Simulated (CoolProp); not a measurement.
Saturation properties of isopentane (Tc = 460.3 K, pc = 3.378 MPa, ω = 0.227).

Model: reference Helmholtz-energy equation of state, Lemmon 2006, in CoolProp. It is a short technical equation, of lower accuracy than the large ones.

| T (K) | p (MPa) | enthalpy of vaporisation (kJ/kg) | liquid conductivity (mW/(m K)) |
|---|---|---|---|
| 342.7 | 0.3523 | 307.5 | 88.5 |
| 352.5 | 0.4503 | 297.7 | 85.6 |
| 362.3 | 0.5675 | 287.3 | 82.6 |
| 372 | 0.7044 | 276.2 | 79.7 |
| 381.8 | 0.8662 | 264.0 | 76.7 |
| 391.6 | 1.054 | 250.7 | 73.7 |
| 401.3 | 1.268 | 236.2 | 70.8 |
| 411.1 | 1.516 | 219.9 | 67.8 |
| 420.9 | 1.798 | 201.3 | 64.8 |
| 430.6 | 2.115 | 179.9 | 62.1 |

It boils at 301.0 K under 1 atm.

Thermal conductivity comes from a separate model (Vassiliou 2015).
